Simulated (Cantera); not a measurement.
# Reactions in the system C-N-O-Ti

Cantera with NASA thermochemical tables; ideal gases at 1 bar, condensed phases pure. Values are per mole of reaction as written; species without (g) are pure solids or liquids, kept so even where they would boil at 1 bar. TiC: taken at fixed stoichiometry.

CO₂(g) + 3 N₂O(g) + TiO(g) = TiC + 6 NO(g)

```json
[
 {"T (K)": "500", "ΔH° (kJ)": "461.4", "ΔS° (J/K)": "191.0", "ΔG° (kJ)": "365.9", "log10 K": "-38.23"},
 {"T (K)": "700", "ΔH° (kJ)": "462.7", "ΔS° (J/K)": "193.2", "ΔG° (kJ)": "327.5", "log10 K": "-24.43"},
 {"T (K)": "900", "ΔH° (kJ)": "462.8", "ΔS° (J/K)": "193.4", "ΔG° (kJ)": "288.8", "log10 K": "-16.76"},
 {"T (K)": "1100", "ΔH° (kJ)": "462.3", "ΔS° (J/K)": "192.9", "ΔG° (kJ)": "250.2", "log10 K": "-11.88"},
 {"T (K)": "1300", "ΔH° (kJ)": "461.5", "ΔS° (J/K)": "192.2", "ΔG° (kJ)": "211.6", "log10 K": "-8.50"},
 {"T (K)": "1500", "ΔH° (kJ)": "460.6", "ΔS° (J/K)": "191.6", "ΔG° (kJ)": "173.3", "log10 K": "-6.03"},
 {"T (K)": "1700", "ΔH° (kJ)": "459.7", "ΔS° (J/K)": "191.0", "ΔG° (kJ)": "135.0", "log10 K": "-4.15"},
 {"T (K)": "1900", "ΔH° (kJ)": "458.9", "ΔS° (J/K)": "190.6", "ΔG° (kJ)": "96.9", "log10 K": "-2.66"},
 {"T (K)": "2100", "ΔH° (kJ)": "458.3", "ΔS° (J/K)": "190.2", "ΔG° (kJ)": "58.8", "log10 K": "-1.46"},
 {"T (K)": "2300", "ΔH° (kJ)": "457.8", "ΔS° (J/K)": "190.0", "ΔG° (kJ)": "20.8", "log10 K": "-0.47"}
]
```
